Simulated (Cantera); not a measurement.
Charge: 1 mol Si2H6, 22 mol N2, at 1123.15 K and 1.33 mbar.

Method: chemical equilibrium by Gibbs-energy minimisation in Cantera with the NASA 1993 tables (ideal gas, pure condensed phases). Candidate condensed phases: Si, Si3N4; 18 gas species. The feed counts by its element totals alone. N2 is the only nitrogen source here; it is nearly inert below about 1500 K, so the nitride shown seldom forms there in practice. Kinetics and transport are ignored.

Base state: N2 0.873, H2 0.127 (mole fractions); condensed: Si3N4(s).

### Question
What changes in the equilibrium state with this change: Si2H6 replaced by SiH2Cl2?

### Answer
```csv
species,before,after
N2,0.873,0.919
HCl,0,0.0663
H2,0.127,0.00975
SiCl4,0,0.00462
SiCl3,0,0.000230
SiCl2,0,0.000142
"Si3N4(s), mol",0.667,0.294
```
The tables' values for SiCl3 are old estimates; treat these amounts as uncertain. Further candidate phases: NH4Cl.
